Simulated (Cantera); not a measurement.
An adiabatic, constant-pressure homogeneous reactor starts with CH4 : CO : O2 : N2 = 1 : 1.1 : 1.16 : 4.36 (molar parts), equivalence ratio 2.2, at 975 K and 11.0 bar. Integrator tolerance rtol = 1e-08.

Cantera simulation using GRI-Mech 3.0 (53 species, 325 reactions); the numbers are that mechanism's predictions, not measurements. Below about 1000 K GRI-Mech 3.0 lacks low-temperature oxidation paths.

What does this change do: initial temperature 975 to 1625 K?


```
quantity                                                              before                                      after
---------------------------------  -----------------------------------------  -----------------------------------------
time of steepest temperature rise                                    0.878 s                                    98.7 µs
temperature at 1.00 s                                                 2128 K                                     2688 K
equilibrium temperature                                               2128 K                                     2688 K
x(CH4) at 1.00 s                     7.55e-9 (gas-phase equilibrium 8.31e-9)  4.85e-10 (gas-phase equilibrium 5.39e-10)
x(CO) at 1.00 s                          0.208 (gas-phase equilibrium 0.208)        0.213 (gas-phase equilibrium 0.213)
x(O2) at 1.00 s                      4.42e-8 (gas-phase equilibrium 4.42e-8)    2.02e-5 (gas-phase equilibrium 2.02e-5)
x(C2H4) at 1.00 s                      <1e-12 (gas-phase equilibrium <1e-12)      <1e-12 (gas-phase equilibrium <1e-12)
x(N2O) at 1.00 s                   6.77e-10 (gas-phase equilibrium 5.95e-10)    3.71e-8 (gas-phase equilibrium 3.71e-8)
x(NO) at 1.00 s                      5.82e-6 (gas-phase equilibrium 3.97e-6)  0.000248 (gas-phase equilibrium 0.000248)
x(OH) at 1.00 s                      4.69e-5 (gas-phase equilibrium 4.69e-5)    0.00149 (gas-phase equilibrium 0.00149)
```

What does this change do: CH4 1 to 2.2 parts?


```
quantity                                                              before                                      after
---------------------------------  -----------------------------------------  -----------------------------------------
time of steepest temperature rise                                    0.878 s                                not reached
temperature at 1.00 s                                                 2128 K                                     1022 K
equilibrium temperature                                               2128 K                                     1261 K
x(CH4) at 1.00 s                     7.55e-9 (gas-phase equilibrium 8.31e-9)       0.245 (gas-phase equilibrium 0.0111)
x(CO) at 1.00 s                          0.208 (gas-phase equilibrium 0.208)        0.123 (gas-phase equilibrium 0.262)
x(O2) at 1.00 s                      4.42e-8 (gas-phase equilibrium 4.42e-8)       0.127 (gas-phase equilibrium <1e-12)
x(C2H4) at 1.00 s                      <1e-12 (gas-phase equilibrium <1e-12)   0.000295 (gas-phase equilibrium 1.45e-6)
x(N2O) at 1.00 s                   6.77e-10 (gas-phase equilibrium 5.95e-10)    3.15e-10 (gas-phase equilibrium <1e-12)
x(NO) at 1.00 s                      5.82e-6 (gas-phase equilibrium 3.97e-6)      <1e-12 (gas-phase equilibrium <1e-12)
x(OH) at 1.00 s                      4.69e-5 (gas-phase equilibrium 4.69e-5)  3.40e-10 (gas-phase equilibrium 4.82e-11)
```
